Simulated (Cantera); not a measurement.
Feed: 1 mol HgO, 0.081 mol O2, 2.3 mol N2, held at 773.15 K and 22.0 Pa.

These are equilibrium values from Cantera (NASA tables, ideal gas, pure condensed phases), not measurements of a reactor. Candidate condensed phases: Hg, HgO; 10 gas species. Kinetics and transport are ignored.

Base state: N2 0.593, Hg 0.258, O2 0.150 (mole fractions); condensed: gas only.

Task: What changes in the equilibrium state with this change: HgO replaced by Fe(CO)5?

Result: 
```tsv
species	before	after
CO	0	0.661
N2	0.593	0.315
CO2	0	0.0234
Hg	0.258	0
O2	0.150	<1e-9
C(graphite), mol	0	0.00839
Fe(α), mol	0	1.00
```
Condensed phases not in the tables: cementite and carbon dissolved in iron. Further candidate phases: C, Fe, Fe(CO)5, FeO, Fe2O3, Fe3O4.
